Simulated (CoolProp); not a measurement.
Vapour-liquid equilibrium of benzene (1) + n-decane (2) at 0.0266 MPa; x and y are mole fractions of (1).

Computed with CoolProp (multi-fluid Helmholtz-energy mixture model, Thol 2012 and Lemmon 2006; pair parameters Bell 2016).

Question: Give the bubble temperature and the first vapour's composition at x = 0.35, 0.5, 0.65. Is there an azeotrope?

Answer: x = 0.35: 65.8 °C, y = 0.948; x = 0.5: 57.2 °C, y = 0.973; x = 0.65: 51.6 °C, y = 0.985. No azeotrope shows between x = 0.05 and 0.95.

Pair parameters are fitted to limited data, so mixtures are less certain than the pure fluids.
